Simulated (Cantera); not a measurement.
# Equilibrium for metals in furnace atmospheres: Al + H2O + H2

A closed system holds: 1 mol Al, 0.015 mol H2O, 23 mol H2, at 3.10 bar.

Cantera equilibrium calculation (NASA polynomials, part measured and part estimated; ideal gas, pure solids and liquids). Candidate condensed phases: Al, Al2O3, H2O; 19 gas species. Mutual solubility and eutectic melting of coexisting phases are not modelled. The numbers say what is thermodynamically allowed, not how fast it happens.

```csv
T (K),log p H2,log p Al,log p AlH,log p H,log p Al2O,n Al(l),n Al2O3(s)
1073,0.49,-9.18,-7.85,-7.61,-10.30,0.990,0.00500
1173,0.49,-7.89,-6.85,-6.68,-8.71,0.990,0.00500
1273,0.49,-6.80,-6.02,-5.90,-7.38,0.990,0.00500
1373,0.49,-5.87,-5.31,-5.23,-6.24,0.990,0.00500
1473,0.49,-5.08,-4.70,-4.65,-5.27,0.990,0.00499
1573,0.49,-4.38,-4.17,-4.15,-4.43,0.989,0.00491
1673,0.49,-3.77,-3.71,-3.70,-3.69,0.985,0.00449
1773,0.49,-3.24,-3.30,-3.30,-3.04,0.973,0.00272
1873,0.49,-2.76,-2.94,-2.94,-2.70,0.948,0
1973,0.49,-2.33,-2.61,-2.63,-2.70,0.917,0
2073,0.49,-1.94,-2.32,-2.34,-2.70,0.848,0
```
log p: log10 of the partial pressure in bar; n: condensed amount in mol.

From 1073 K to 1773 K the condensed part is Al(l) + Al2O3(s). From 1873 K to 2073 K the condensed part is Al(l).
